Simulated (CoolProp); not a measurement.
The numbers come from the reference Helmholtz-energy equation of state, Schroeder 2014 in CoolProp.

Give the vapour pressure (MPa), enthalpy of vaporisation (kJ/kg), liquid cp (kJ/(kg K)), vapour Z of saturated ethanol at 307.4, 315.7, 324 K.


| T (K) | p (MPa) | enthalpy of vaporisation (kJ/kg) | liquid cp (kJ/(kg K)) | vapour Z |
|---|---|---|---|---|
| 307.4 | 0.0132 | 910 | 2.51 | 0.992 |
| 315.7 | 0.0204 | 900 | 2.58 | 0.989 |
| 324 | 0.0306 | 890 | 2.66 | 0.986 |
